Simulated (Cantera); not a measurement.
A closed system holds: 1 mol V, 1.4 mol N2O, equilibrated at 0.00218 Torr.

Method: chemical equilibrium by Gibbs-energy minimisation in Cantera with the NASA 1993 tables (ideal gas, pure condensed phases). Candidate condensed phases: V, VN, VO, V2O3, V2O4, V2O5; 13 gas species. The numbers say what is thermodynamically allowed, not how fast it happens. All values below are at 1973 K.

Base state: N2 0.583, VO 0.208, VO2 0.187, V 0.0208, O 0.000156 (mole fractions); condensed: gas only.

What changes in the equilibrium state with this change: N2O from 1.4 to 1 mol?


```tsv
species	before	after
N2	0.583	0.500
VO	0.208	0.313
V	0.0208	0.0937
VO2	0.187	0.0936
O	0.000156	5.19e-5
```
